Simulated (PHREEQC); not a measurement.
**Reverse-osmosis permeate: speciation**

Model water analysis in mg/L, 25 °C, pH 6.67, pe 9:

```json
[
 {"constituent": "Na", "mg/L": "2.22"},
 {"constituent": "K", "mg/L": "1.06"},
 {"constituent": "Ca", "mg/L": "0.29"},
 {"constituent": "Mg", "mg/L": "0.62"},
 {"constituent": "Cl", "mg/L": "1.62"},
 {"constituent": "S(6) as SO4", "mg/L": "1.83"},
 {"constituent": "Alkalinity as HCO3", "mg/L": "6.31"},
 {"constituent": "Ba", "mg/L": "0.0167"}
]
```

Valence states are taken as typed.

The numbers come from PHREEQC with the ion-association model, wateq4f.dat.

```yaml
ionic_strength: 0.000240 mol/kgw
charge_balance_error: 0.6 %
```

```
species  molality  activity   log γ
-------  --------  --------  ------
HCO3-    0.000103  0.000102  -0.008
Na+       9.66e-5   9.49e-5  -0.008
CO2       4.89e-5   4.89e-5   0.000
Cl-       4.57e-5   4.49e-5  -0.008
K+        2.71e-5   2.66e-5  -0.008
Mg+2      2.54e-5   2.36e-5  -0.031
SO4-2     1.89e-5   1.76e-5  -0.031
Ca+2      7.20e-6   6.71e-6  -0.031
H+        2.18e-7   2.14e-7  -0.008
```

Precipitation was switched off in this run.
